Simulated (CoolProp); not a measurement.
Properties of chloromethane (R40) along the isobar 7.95 bar.

Values from CoolProp's reference Helmholtz-energy equation of state, Thol 2014.

```csv
T (K),phase,cp (kJ/(kg K)),cv (kJ/(kg K)),isothermal compressibility (1/MPa),expansivity (1/kK)
369.5,gas,1.014,0.7879,1.353,___
388.1,gas,1.019,___,1.336,3.119
406.8,gas,1.030,___,1.323,2.888
425.4,gas,1.045,___,1.313,2.698
444.1,gas,1.063,0.8683,1.305,___
462.7,gas,1.081,0.8909,1.298,___
481.4,gas,1.101,___,1.293,2.277
500,gas,1.121,___,1.288,2.170
```

Question: Complete the blanks.

Answer: 
- 369.5, expansivity (1/kK): 3.406
- 388.1, cv (kJ/(kg K)): 0.8047
- 406.8, cv (kJ/(kg K)): 0.8245
- 425.4, cv (kJ/(kg K)): 0.8459
- 444.1, expansivity (1/kK): 2.537
- 462.7, expansivity (1/kK): 2.399
- 481.4, cv (kJ/(kg K)): 0.9138
- 500, cv (kJ/(kg K)): 0.9365
